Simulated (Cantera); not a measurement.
Input: 1 mol Al2O3, 8.5 mol N2, at 82.0 Pa.

Method: chemical equilibrium by Gibbs-energy minimisation in Cantera with the NASA 1993 tables (ideal gas, pure condensed phases). Candidate condensed phases: Al, AlN, Al2O3; 16 gas species. The numbers say what is thermodynamically allowed, not how fast it happens.

x: gas mole fraction; n: condensed amount in mol.

```
T (K)   x N2       x O      x Al     x AlO  n Al2O3(s)  n Al2O3(l)
-----  -----  --------  --------  --------  ----------  ----------
1073    1.00    <1e-12    <1e-12    <1e-12        1.00           0
1223    1.00    <1e-12    <1e-12    <1e-12        1.00           0
1373    1.00    <1e-12  3.98e-12    <1e-12        1.00           0
1523    1.00  2.85e-11  3.49e-10  3.31e-12        1.00           0
1673    1.00   3.33e-9   1.42e-8  4.00e-10        1.00           0
1823   1.000         …         …         …       1.000           0
1973   1.000   4.41e-6   5.33e-6   6.90e-7       1.000           0
2123   1.000   6.92e-5   6.10e-5   1.34e-5       1.000           0
2273   0.998  0.000731  0.000526  0.000176       0.997           0
2423   0.988   0.00539   0.00340   0.00155           0       0.975
```

**Question.** What belongs in the gaps?

**Answer.** 
- 1823, x O: 1.68e-7
- 1823, x Al: 3.36e-7
- 1823, x AlO: 2.23e-8
